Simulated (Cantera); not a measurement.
Charge: 1 mol CH3SiCl3, 5.7 mol H2, held at 902 °C and 135 Torr.

Cantera equilibrium calculation (NASA polynomials, part measured and part estimated; ideal gas, pure solids and liquids). Candidate condensed phases: C, C6H6, C7H8, C8H18, Si, SiC; 109 gas species. The feed counts by its element totals alone. The tables' values for SiCl3 are old estimates; treat these amounts as uncertain. The numbers say what is thermodynamically allowed, not how fast it happens.

Base state: H2 0.744, HCl 0.218, SiCl4 0.0322, SiHCl3 0.00259, CH4 0.00191, SiCl3 0.000832, SiCl2 0.000210, SiH2Cl2 2.68e-5 (mole fractions); condensed: C(graphite) + SiC(s).

Q: What changes in the equilibrium state with this change: pressure from 135 Torr to 750 Torr?

A: 
| species | before | after |
|---|---|---|
| H2 | 0.744 | 0.775 |
| HCl | 0.218 | 0.159 |
| SiCl4 | 0.0322 | 0.0472 |
| CH4 | 0.00191 | 0.0115 |
| SiH2Cl2 | 2.68e-5 | 7.96e-5 |
| SiHCl3 | 0.00259 | 0.00541 |
| SiCl2 | 0.000210 | 0.000108 |
| C(graphite), mol | 0.285 | 0.343 |
| SiC(s), mol | 0.699 | 0.562 |

Q: What changes in the equilibrium state with this change: H2 from 5.7 to 2000 mol?

A: 
```tsv
species	before	after
H2	0.744	0.999
HCl	0.218	0.00149
CH4	0.00191	5.92e-6
SiCl4	0.0322	2.24e-8
SiCl2	0.000210	4.22e-6
SiCl3	0.000832	9.85e-8
SiHCl3	0.00259	3.55e-7
SiH2Cl2	2.68e-5	7.22e-7
C(graphite), mol	0.285	0
SiC(s), mol	0.699	0.988
```

Q: What changes in the equilibrium state with this change: temperature from 902 °C to 2375 °C?

A: 
```
species             before    after
----------------  --------  -------
H2                   0.744    0.585
HCl                  0.218    0.213
H                  2.49e-7   0.0839
SiCl2             0.000210   0.0339
Si                   <1e-9   0.0249
Cl                 6.38e-8   0.0213
C2H2 (acetylene)   4.74e-8   0.0114
SiCl4               0.0322  4.58e-7
SiC2                 <1e-9  0.00965
SiCl                 <1e-9  0.00820
C(graphite), mol     0.285    0.401
SiC(s), mol          0.699    0.135
```
The tables' values for SiCl, SiCl3 are old estimates; treat these amounts as uncertain. Gases not in the tables: Si2H6 and higher silanes.
